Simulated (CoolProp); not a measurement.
Saturation properties of hydrogen chloride (Tc = 324.7 K, pc = 83.14 bar, ω = 0.130).

Model: reference Helmholtz-energy equation of state, Thol 2018, in CoolProp.

```tsv
T (K)	p (bar)	liquid density (kg/m³)	vapour density (kg/m³)	enthalpy of vaporisation (kJ/kg)	liquid cp (kJ/(kg K))
231.6	7.243	1069	15.40	389.2	1.738
237.3	8.859	…	18.70	380.4	1.760
243	10.73	…	22.55	371.2	1.786
248.7	12.88	1016	27.02	361.4	1.816
254.5	15.38	996.3	32.29	350.9	1.853
260.2	18.18	976.5	38.29	339.8	1.896
265.9	21.32	…	45.24	327.9	1.948
271.6	24.86	933.9	53.30	315.2	2.012
277.3	28.81	910.8	62.69	301.4	2.093
283	33.21	…	73.71	286.3	2.196
288.7	38.10	859.4	86.74	269.8	2.332
```

Q: Complete the blanks.

A: 
- 237.3, liquid density (kg/m³): 1052
- 243, liquid density (kg/m³): 1034
- 265.9, liquid density (kg/m³): 955.8
- 283, liquid density (kg/m³): 886.1

It boils at 188.2 K under 1 atm.
